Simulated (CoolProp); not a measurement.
A Linde-Hampson liquefier for normal hydrogen: isothermal reversible compression at 200 K from 1 atm to 40 MPa, throttling to 1 atm, return gas leaving the recuperator 5 K below the feed. Each further row changes one setting.

Computed with CoolProp (reference Helmholtz-energy equation of state, Leachman 2009).

```
case                        compression work (kJ/kg of gas)
--------------------------  -------------------------------
as stated                                              5200
high pressure 80 MPa                                   6070
warm-end temperature 230 K                             5950
warm-end gap 10 K                                      5200
```
